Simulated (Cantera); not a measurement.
An adiabatic, constant-volume homogeneous reactor starts with CH3OH : O2 : N2 = 1 : 1.72 : 6.48 (molar parts), equivalence ratio 0.87, at 1000 K and 0.870 bar.

Detailed kinetics in Cantera: GRI-Mech 3.0 (53 species, 325 reactions). GRI-Mech 3.0 was tuned for natural gas; its chemistry of methanol as a main component is partial and can be far from experiment.

x: mole fraction; the columns are a selection and need not sum to one.

```json
[
 {"t (s)": "6.00e-6", "T (K)": "1000", "P (bar)": "0.870", "x CH3OH": "0.109", "x O2": "0.187", "x CH2CO": "<1e-12", "x CH4": "<1e-12", "x OH": "<1e-12", "x C2H": "<1e-12"},
 {"t (s)": "1.60e-5", "T (K)": "1000", "P (bar)": "0.870", "x CH3OH": "0.109", "x O2": "0.187", "x CH2CO": "<1e-12", "x CH4": "2.23e-12", "x OH": "<1e-12", "x C2H": "<1e-12"},
 {"t (s)": "4.24e-5", "T (K)": "1000", "P (bar)": "0.870", "x CH3OH": "0.109", "x O2": "0.187", "x CH2CO": "<1e-12", "x CH4": "1.45e-11", "x OH": "<1e-12", "x C2H": "<1e-12"},
 {"t (s)": "0.000113", "T (K)": "1000", "P (bar)": "0.870", "x CH3OH": "0.109", "x O2": "0.187", "x CH2CO": "<1e-12", "x CH4": "8.36e-11", "x OH": "<1e-12", "x C2H": "<1e-12"},
 {"t (s)": "0.000300", "T (K)": "1000", "P (bar)": "0.870", "x CH3OH": "0.109", "x O2": "0.187", "x CH2CO": "<1e-12", "x CH4": "3.81e-10", "x OH": "<1e-12", "x C2H": "<1e-12"},
 {"t (s)": "0.000799", "T (K)": "1000", "P (bar)": "0.870", "x CH3OH": "0.109", "x O2": "0.187", "x CH2CO": "<1e-12", "x CH4": "___", "x OH": "<1e-12", "x C2H": "<1e-12"},
 {"t (s)": "0.00212", "T (K)": "1000", "P (bar)": "0.870", "x CH3OH": "0.109", "x O2": "0.187", "x CH2CO": "<1e-12", "x CH4": "___", "x OH": "<1e-12", "x C2H": "<1e-12"},
 {"t (s)": "0.00565", "T (K)": "1000", "P (bar)": "0.870", "x CH3OH": "0.109", "x O2": "0.187", "x CH2CO": "<1e-12", "x CH4": "___", "x OH": "<1e-12", "x C2H": "<1e-12"},
 {"t (s)": "0.0150", "T (K)": "1000", "P (bar)": "0.870", "x CH3OH": "0.109", "x O2": "0.187", "x CH2CO": "<1e-12", "x CH4": "___", "x OH": "<1e-12", "x C2H": "<1e-12"},
 {"t (s)": "0.0400", "T (K)": "1000", "P (bar)": "0.870", "x CH3OH": "0.109", "x O2": "0.187", "x CH2CO": "<1e-12", "x CH4": "___", "x OH": "<1e-12", "x C2H": "<1e-12"},
 {"t (s)": "0.106", "T (K)": "1000", "P (bar)": "0.870", "x CH3OH": "0.109", "x O2": "0.187", "x CH2CO": "<1e-12", "x CH4": "___", "x OH": "2.43e-12", "x C2H": "<1e-12"},
 {"t (s)": "0.283", "T (K)": "1000", "P (bar)": "0.870", "x CH3OH": "0.109", "x O2": "0.187", "x CH2CO": "<1e-12", "x CH4": "___", "x OH": "2.23e-11", "x C2H": "<1e-12"},
 {"t (s)": "0.752", "T (K)": "2687", "P (bar)": "2.53", "x CH3OH": "<1e-12", "x O2": "0.0292", "x CH2CO": "<1e-12", "x CH4": "<1e-12", "x OH": "0.0163", "x C2H": "<1e-12"},
 {"t (s)": "2.00", "T (K)": "2687", "P (bar)": "2.53", "x CH3OH": "<1e-12", "x O2": "0.0292", "x CH2CO": "<1e-12", "x CH4": "<1e-12", "x OH": "0.0163", "x C2H": "<1e-12"}
]
```

Fill in the missing entries.


- 0.000799, x CH4: 1.30e-9
- 0.00212, x CH4: 3.77e-9
- 0.00565, x CH4: 1.03e-8
- 0.0150, x CH4: 2.78e-8
- 0.0400, x CH4: 7.40e-8
- 0.106, x CH4: 1.95e-7
- 0.283, x CH4: 5.08e-7
